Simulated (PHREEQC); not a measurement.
Dissolve 0.11 mol/kgw HCl, 0.00031 mol/kgw LiCl and 0.00069 mol/kgw MgSO4 at 25 °C. Closed to the air; pH follows from the charge balance.

Equilibrium calculation in PHREEQC: ion-association model, phreeqc.dat.

| quantity | before | after |
|---|---|---|
| pH | 1.05 | 6.97 |
| ionic strength (mol/kgw) | 0.112 | 0.00283 |
| HSO4- (mol/kgw) | 0.000551 | 5.52e-9 |
| SO4-2 (mol/kgw) | 0.000136 | 0.000630 |
| MgSO4 (mol/kgw) | 3.03e-6 | 5.90e-5 |

Task: What was changed between the two runs?
A) diluted 100-fold with water
B) LiCl left out
C) diluted 5-fold with water
D) HCl left out

Result: D, HCl left out

No solid was allowed to form.
